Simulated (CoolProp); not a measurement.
2000 sccm (0 °C, 1 atm) of nitrogen bubbles through liquid octamethyltrisiloxane (MDM) at 285.5 K and leaves saturated at a total pressure of 0.00428 MPa (ideal gas phase). Each further row changes one setting.

The numbers come from the reference Helmholtz-energy equation of state, Thol 2017 in CoolProp.

```
case                        vapour pressure (kPa)  mole fraction of vapour  delivery (mg/min)  delivery (sccm)  change of delivery for a bath 1 K warmer (%)
--------------------------  ---------------------  -----------------------  -----------------  ---------------  --------------------------------------------
as stated                                   0.208                   0.0486               1080              102                                           8.0
bath temperature 290.5 K                    0.298                        ?               1580              149                                           7.8
total pressure 0.00856 MPa                  0.208                        ?                526                ?                                           7.8
```

Question: Some entries are withheld; supply them.

Answer: 
- bath temperature 290.5 K, mole fraction of vapour: 0.0695
- total pressure 0.00856 MPa, mole fraction of vapour: 0.0243
- total pressure 0.00856 MPa, delivery (sccm): 49.8
